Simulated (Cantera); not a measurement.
**Equilibrium for sublimation and decomposition of ceramics: SiC + C + H₂**

Charge: 1 mol SiC, 0.062 mol C, 0.026 mol H₂, equilibrated at 0.000410 bar.

These are equilibrium values from Cantera (NASA tables, ideal gas, pure condensed phases), not measurements of a reactor. Candidate condensed phases: C, C₆H₆, C₇H₈, C₈H₁₈, Si, SiC; 99 gas species. Ions and electrons are included (thermal ionisation). Rates play no part.

| T (°C) | x Si | x C | x SiC₂ | x C₃ | x e- | x Si+ | x H | x C₂ | x Si₂C | n C(graphite) |
|---|---|---|---|---|---|---|---|---|---|---|
| 2227 | 0.730 | 0.000406 | 0.189 | 0.00121 | 2.96e-6 | 2.96e-6 | 0.0477 | 0.000112 | 0.0275 | 0.642 |
| 2727 | 0.594 | 0.0676 | 0.150 | 0.124 | 7.77e-5 | 7.85e-5 | 0.0386 | 0.0231 | 0.000478 | 0 |
| 3227 | 0.498 | 0.428 | 0.00330 | 0.0146 | 0.000819 | 0.000820 | 0.0261 | 0.0278 | 4.10e-6 | 0 |
| 3727 | 0.467 | 0.496 | 1.71e-5 | 7.15e-5 | 0.00504 | 0.00504 | 0.0245 | 0.00269 | 3.85e-8 | 0 |
| 4227 | 0.442 | 0.491 | 2.23e-7 | 7.83e-7 | 0.0210 | 0.0210 | 0.0241 | 0.000341 | 9.02e-10 | 0 |
| 4727 | 0.380 | 0.471 | 5.84e-9 | 1.90e-8 | 0.0631 | 0.0630 | 0.0230 | 6.05e-5 | 3.51e-11 | 0 |
x: gas mole fraction; n: condensed amount in mol.

At 2227 °C the condensed part is C(graphite). From 2727 °C to 4727 °C nothing is condensed. The main Si-bearing gas is Si throughout.
